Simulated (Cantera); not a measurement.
Input: 1 mol PbO, 0.1 mol CO, 97 mol H2, at 1450 K and 1.30 bar.

Equilibrium computed with Cantera from the NASA thermochemical tables; the gas is ideal and each condensed phase is pure. Candidate condensed phases: C, C6H6, C7H8, C8H18, H2O, Pb, PbO, PbO2, Pb3O4; 113 gas species. Equilibrium is a limit: real reactors are often held back by kinetics, nucleation or transport.

Base state: H2 0.979, H2O 0.0102, Pb 0.0102, CO 0.00101 (mole fractions); condensed: gas only.

Task: What changes in the equilibrium state with this change: temperature from 1450 K to 775 K?

Result: 
```csv
species,before,after
H2,0.979,0.988
H2O,0.0102,0.0114
CH4,1.30e-6,0.00103
Pb,0.0102,1.91e-8
CO,0.00101,7.79e-8
"Pb(l), mol",0,1.000
```

Task: What changes in the equilibrium state with this change: temperature from 1450 K to 1275 K?

Result: 
```tsv
species	before	after
H2	0.979	0.987
H2O	0.0102	0.0103
Pb	0.0102	0.00145
CH4	1.30e-6	1.72e-5
CO	0.00101	0.00100
Pb(l), mol	0	0.859
```
